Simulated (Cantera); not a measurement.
Charge: 1 mol Al, 4.8 mol HCl, 160 mol H2, held at 1.33 mbar.

Method: chemical equilibrium by Gibbs-energy minimisation in Cantera with the NASA 1993 tables (ideal gas, pure condensed phases). Candidate condensed phases: Al, AlCl3; 12 gas species. The tables' values for AlCl2 are old estimates; treat these amounts as uncertain. The numbers say what is thermodynamically allowed, not how fast it happens.

x: gas mole fraction; nothing condenses.

```csv
T (°C),x H2,x H,x HCl,x AlCl3,x AlCl,x Cl,x Al
750,0.983,1.12e-7,0.0110,0.00607,4.40e-6,1.16e-9,<1e-12
900,0.982,3.20e-6,0.0122,0.00531,0.000507,3.48e-8,1.65e-10
1050,0.975,4.29e-5,0.0188,0.00179,0.00364,6.94e-7,2.19e-8
1200,0.971,(withheld),0.0223,(withheld),0.00555,(withheld),(withheld)
1350,0.969,0.00186,0.0228,1.52e-5,0.00589,3.45e-5,3.74e-6
1500,0.963,0.00765,0.0227,1.90e-6,0.00594,0.000139,2.30e-5
1650,0.946,0.0251,0.0223,3.17e-7,0.00584,0.000445,0.000105
1800,0.903,(withheld),0.0213,(withheld),0.00545,(withheld),(withheld)
1950,0.814,0.158,0.0194,1.33e-8,0.00454,0.00274,0.00100
```

Task: Some entries are withheld; supply them.

Result: 
- 1200, x H: 0.000341
- 1200, x AlCl3: 0.000172
- 1200, x Cl: 6.36e-6
- 1200, x Al: 4.07e-7
- 1800, x H: 0.0685
- 1800, x AlCl3: 6.33e-8
- 1800, x Cl: 0.00119
- 1800, x Al: 0.000371
